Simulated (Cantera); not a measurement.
**Equilibrium for carbothermic reduction: Cu2O + CO + H2 + C**

A closed system holds: 1 mol Cu2O, 5.6 mol CO, 6.5 mol H2, 3.6 mol C, at 0.0133 bar.

Cantera equilibrium calculation (NASA polynomials, part measured and part estimated; ideal gas, pure solids and liquids). Candidate condensed phases: C, C6H6, C7H8, C8H18, Cu, CuO, Cu(OH)2, Cu2O, H2O; 113 gas species. Kinetics and transport are ignored.

| T (K) | x CO | x H2 | x Cu | x H | x C2H2 (acetylene) | x Cu2 | n C(graphite) | n Cu(s) | n Cu(l) |
|---|---|---|---|---|---|---|---|---|---|
| 1323 | 0.504 | 0.496 | 2.01e-5 | 9.67e-6 | 4.09e-7 | 2.06e-9 | 2.60 | 2.00 | 0 |
| 1373 | 0.504 | 0.496 | 5.93e-5 | 2.03e-5 | 8.57e-7 | 9.41e-9 | 2.60 | 0 | 2.00 |
| 1423 | 0.504 | 0.496 | 0.000157 | 4.05e-5 | 1.70e-6 | 3.63e-8 | 2.60 | 0 | 2.00 |
| 1473 | 0.504 | 0.496 | 0.000388 | 7.72e-5 | 3.23e-6 | 1.27e-7 | 2.60 | 0 | 1.99 |
| 1523 | 0.503 | 0.496 | 0.000903 | 0.000141 | 5.86e-6 | 4.10e-7 | 2.60 | 0 | 1.99 |
| 1573 | 0.503 | 0.495 | 0.00199 | 0.000248 | 1.02e-5 | 1.22e-6 | 2.60 | 0 | 1.97 |
| 1623 | 0.502 | 0.494 | 0.00417 | 0.000421 | 1.72e-5 | 3.38e-6 | 2.60 | 0 | 1.95 |
| 1673 | 0.499 | 0.491 | 0.00834 | 0.000691 | 2.80e-5 | 8.81e-6 | 2.60 | 0 | 1.89 |
| 1723 | 0.495 | 0.487 | 0.0160 | 0.00110 | 4.41e-5 | 2.16e-5 | 2.60 | 0 | 1.79 |
| 1773 | 0.488 | 0.480 | 0.0296 | 0.00171 | 6.72e-5 | 5.04e-5 | 2.60 | 0 | 1.60 |
x: gas mole fraction; n: condensed amount in mol.

At 1323 K the condensed part is C(graphite) + Cu(s). From 1373 K to 1773 K the condensed part is C(graphite) + Cu(l). The main Cu-bearing gas is Cu throughout.
